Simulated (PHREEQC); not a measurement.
**Alkaline etch or developer: speciation**

Dissolve 0.0096 mol/kgw NH3 and 4.5e-06 mol/kgw CO2 at 25 °C. Closed to the air; pH follows from the charge balance.

All values are PHREEQC results (ion-association model, wateq4f.dat), not measurements.

Each row changes one thing in this solution. Precipitation was switched off in this run.

```
case                                             pH  ionic strength (mol/kgw)  HCO3- (mol/kgw)  CO2 (mol/kgw)
--------------------------------------------  -----  ------------------------  ---------------  -------------
as made                                       10.60                  0.000418          1.50e-6       8.29e-11
NH3 replaced by NH4HSO4 at the same molality   2.21                    0.0227         3.73e-10        4.50e-6
NH3 left out                                    ___                       ___          1.21e-6        3.29e-6
CO2 from 4.5e-06 to 4.5e-05 mol/kgw           10.56                  0.000479          1.58e-5       9.47e-10
diluted 5-fold with water                     10.24                  0.000179              ___       6.17e-11
CO2 from 4.5e-06 to 2.25e-06 mol/kgw          10.60                  0.000415              ___       4.11e-11
0.0095 mol/kgw HBr added                       7.29                   0.00950          4.07e-6        4.24e-7
NH3 replaced by NH4Br at the same molality     5.60                   0.00960          7.41e-7        3.76e-6
temperature from 25 to 45 °C                  10.02                  0.000426          2.63e-6       4.81e-10
```

Problem. Complete the blanks.

Solution. 
- NH3 left out, pH: 5.92
- NH3 left out, ionic strength (mol/kgw): 1.22e-6
- diluted 5-fold with water, HCO3- (mol/kgw): 4.85e-7
- CO2 from 4.5e-06 to 2.25e-06 mol/kgw, HCO3- (mol/kgw): 7.48e-7

Away from 25 °C the constants follow the database's enthalpies or fits; those with neither stay at their 25 °C values.
